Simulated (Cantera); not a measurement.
Mixture: 2.21 % CH₄, 0.596 % CO, 8.90 % O₂, 88.3 % N₂, equivalence ratio 0.53, at 12000 Torr, adiabatic and at constant volume. Ignition delay is the time to a rise of 400 K.

Model: GRI-Mech 3.0 (53 species, 325 reactions), integrated in Cantera. The pressure lies above the range GRI-Mech 3.0 was tuned for (to about 10 atm).

Question: Predict: delay at 1223 K; delay at 1298 K; delay at 1373 K; delay at 1448 K; delay at 1523 K; delay at 1598 K; apparent activation energy between 1448 and 1598 K.

Answer: 
```json
{
 "delay at 1223 K": "4.60 ms",
 "delay at 1298 K": "1.87 ms",
 "delay at 1373 K": "0.823 ms",
 "delay at 1448 K": "0.383 ms",
 "delay at 1523 K": "0.187 ms",
 "delay at 1598 K": "95.1 µs",
 "apparent activation energy between 1448 and 1598 K": "180 kJ/mol"
}
```
